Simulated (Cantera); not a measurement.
Input: 1 mol Si(CH3)4, 27 mol H2, at 1277 °C and 14.0 mbar.

Equilibrium computed with Cantera from the NASA thermochemical tables; the gas is ideal and each condensed phase is pure. Candidate condensed phases: C, C6H6, C7H8, C8H18, Si, SiC; 87 gas species. Kinetics and transport are ignored.

Base state: H2 1.000, H 0.000266, CH4 2.84e-5, C2H2 (acetylene) 1.60e-5 (mole fractions); condensed: C(graphite) + SiC(s).

Q: What changes in the equilibrium state with this change: temperature from 1277 °C to 2152 °C?

A: 
```json
[
 {"species": "H2", "before": "1.000", "after": "0.829"},
 {"species": "H", "before": "0.000266", "after": "0.138"},
 {"species": "Si", "before": "2.09e-8", "after": "0.0200"},
 {"species": "SiC2", "before": "<1e-9", "after": "0.00415"},
 {"species": "Si2C", "before": "<1e-9", "after": "0.00123"},
 {"species": "SiH", "before": "6.49e-9", "after": "0.000640"},
 {"species": "C(graphite), mol", "before": "3.00", "after": "3.17"},
 {"species": "SiC(s), mol", "before": "1.000", "after": "0"}
]
```
Gases not in the tables: Si2H6 and higher silanes.
